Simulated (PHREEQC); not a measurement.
HCl is added in steps, without added water, to 1 kg of water holding 0.0016 mol KH2PO4 and 0.00022 mol NaOH, at 25 °C. Oxygen alone is held at its pressure in air (log pO2 = -0.68). CO2 from the air is kept out. Only these solids could form: Halite.

Base run: PHREEQC, ion-association model, wateq4f.dat. Each further column changes one thing. The table gives pH.

| HCl added (mol) | base | NaOH left out | NaOH from 0.00022 to 0.0011 mol/kgw | no solid may form |
|---|---|---|---|---|
| 0 | 6.35 | 5.03 | 7.46 | 6.35 |
| 0.0005375 | 3.60 | 3.37 | 6.86 | 3.60 |
| 0.0008063 | 3.33 | 3.19 | 6.48 | 3.33 |
| 0.001344 | 3.05 | 2.97 | 3.72 | 3.05 |
| 0.001613 | 2.95 | 2.89 | 3.39 | 2.95 |
| 0.00215 | 2.81 | ? | 3.08 | 2.81 |
| 0.002687 | 2.70 | 2.66 | 2.90 | 2.70 |
| 0.002956 | 2.65 | ? | 2.83 | 2.65 |
| 0.003494 | 2.57 | ? | 2.72 | 2.57 |
| 0.003762 | 2.54 | 2.51 | 2.67 | 2.54 |
| 0.0043 | 2.48 | 2.45 | 2.59 | 2.48 |

**Question.** Fill in the missing entries.

**Answer.** 
- 0.00215, NaOH left out: 2.76
- 0.002956, NaOH left out: 2.62
- 0.003494, NaOH left out: 2.55

H3PO4, which wateq4f.dat lacks, is added to it with the constant of phreeqc.dat.
